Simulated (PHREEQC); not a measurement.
Consider water at 42 °C with 63 mmol/kgw NH4HSO4 and 9.2 mmol/kgw LiOH. Closed to the air; pH follows from the charge balance.

Model: ion-association model, phreeqc.dat, run in PHREEQC.

No solid was allowed to form.

What pH, ionic strength, density does the model give?

pH 1.73; ionic strength 0.114 mol/kgw; density 0.996 g/cm³.

In which forms is N present?

NH4+ 90 %, NH4SO4- 9.7 % of the N.

Complexes and solids missing from the database can't appear. At this temperature some constants are extrapolated from 25 °C, and those without enthalpy data are left unchanged.
